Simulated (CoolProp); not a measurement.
The fluid at 298.15 K and 12.2 MPa is throttled through a valve to 6.74 MPa with no heat exchange. The same conditions are run with several fluids, on thermodynamics alone (safety and materials aside).

Values from CoolProp's reference Helmholtz-energy equation of state of each fluid (n-nonane: Lemmon 2006; cyclopentane: Gedanitz 2015; dimethyl ether: Wu 2011; CH3F (R41): Lemmon 2006; R142b: Lemmon 2006).

Question: Rank n-nonane, cyclopentane, dimethyl ether, CH3F (R41), R142b by temperature change (K), highest first.

Answer: cyclopentane (+2.6), n-nonane (+2.4), R142b (+1.6), dimethyl ether (+1.2), CH3F (R41) (-2.4)

```csv
fluid,final density (kg/m³)
n-nonane,718
cyclopentane,744
dimethyl ether,671
CH3F (R41),621
R142b,1130
```
